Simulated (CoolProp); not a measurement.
Vapour-liquid equilibrium of R125 (1) + fluoroethane (R161) (2) at 0.744 MPa; x and y are mole fractions of (1).

Computed with CoolProp (multi-fluid Helmholtz-energy mixture model, Lemmon 2005 and Wu 2012; pair parameters Bell 2016).

| x | bubble temperature (°C) | y at the bubble point | dew temperature at overall composition x (°C) | liquid density (mol/L) |
|---|---|---|---|---|
| 0.05 | 16.6 | 0.065 | [?] | 14.86 |
| 0.2 | 14.3 | 0.263 | [?] | 14.11 |
| 0.35 | 11.6 | [?] | 13.1 | 13.42 |
| 0.5 | [?] | 0.601 | [?] | [?] |
| 0.65 | 6.8 | 0.731 | 8.2 | 12.15 |
| 0.8 | [?] | 0.846 | 5.7 | 11.57 |
| 0.95 | 3.7 | 0.959 | [?] | 11.03 |

Q: Complete the blanks.

A: 
- 0.05, dew temperature at overall composition x (°C): 16.8
- 0.2, dew temperature at overall composition x (°C): 15.1
- 0.35, y at the bubble point: 0.445
- 0.5, bubble temperature (°C): 9.0
- 0.5, dew temperature at overall composition x (°C): 10.7
- 0.5, liquid density (mol/L): 12.77
- 0.8, bubble temperature (°C): 5.0
- 0.95, dew temperature at overall composition x (°C): 3.8

No azeotrope shows between x = 0.05 and 0.95.

Pair parameters are fitted to limited data, so mixtures are less certain than the pure fluids. The gap from Raoult's law changes sign with composition, which may be real or a fault of the pair parameters; it wasn't checked against measurements.
